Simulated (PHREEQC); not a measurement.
1 kg of water holding 0.51 mol/kgw KCl, 0.012 mol/kgw MgCl2, 0.14 mol/kgw NaCl and 0.049 mol/kgw MgSO4 is evaporated at 20 °C; the solids stay in contact with the brine. CO2 from the air is kept out. The run lets Arcanite, Bischofite, Bloedite, Brucite, Carnallite, Epsomite, Glaserite, Halite, Hexahydrite, Kainite, Kieserite, Leonite, Mirabilite, Misenite, Schoenite, Sylvite, Thenardite, MgCl2_4H2O precipitate or redissolve, and no other solid.

The series has 25 steps of water left (kg), from 1 to 0.006848.

Computed with PHREEQC (Pitzer model, pitzer.dat).

Which solids form, in which order, and at which step of the series does each first stand?

Arcanite from water left = 0.1711 kg, last present at water left = 0.07809 kg; Sylvite from water left = 0.1156 kg; Glaserite from water left = 0.07809 kg, last present at water left = 0.02891 kg; Halite from water left = 0.03564 kg; Schoenite from water left = 0.02891 kg, last present at water left = 0.02237 kg; Leonite from water left = 0.01853 kg; Kainite from water left = 0.01185 kg.

Species that the database lacks are ignored.
